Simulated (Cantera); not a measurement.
Charge: 1 mol HMDSO, 7.1 mol O₃, 81 mol H₂, at 1652 °C.

Equilibrium computed with Cantera from the NASA thermochemical tables; the gas is ideal and each condensed phase is pure. Candidate condensed phases: C, C₆H₆, C₇H₈, C₈H₁₈, H₂O, Si, SiC, SiO₂; 123 gas species. The feed counts by its element totals alone. The tables hold silica as quartz up to 1696 K and as liquid above; real silica turns to tridymite and cristobalite and melts near 1996 K. Gases not in the tables: Si(OH)₄. The numbers say what is thermodynamically allowed, not how fast it happens.

Which condensed phases are stable at each of these points (P (Pa)): 5, 17, 59, 210, 710, 2400, 8400, 29000, 100000?


| P (Pa) | condensed phases | Si condensed (%) |
|---|---|---|
| 5 | gas only | 0.0 |
| 17 | gas only | 0.0 |
| 59 | gas only | 0.0 |
| 210 | gas only | 0.0 |
| 710 | SiO₂(condensed) | 18.4 |
| 2400 | SiO₂(condensed) | 73.7 |
| 8400 | SiO₂(condensed) | 92.3 |
| 29000 | SiO₂(condensed) | 97.7 |
| 100000 | SiO₂(condensed) | 99.3 |

From 5.00 Pa to 2.10 mbar nothing is condensed. From 7.10 mbar to 1.00 bar the condensed part is SiO₂(condensed).
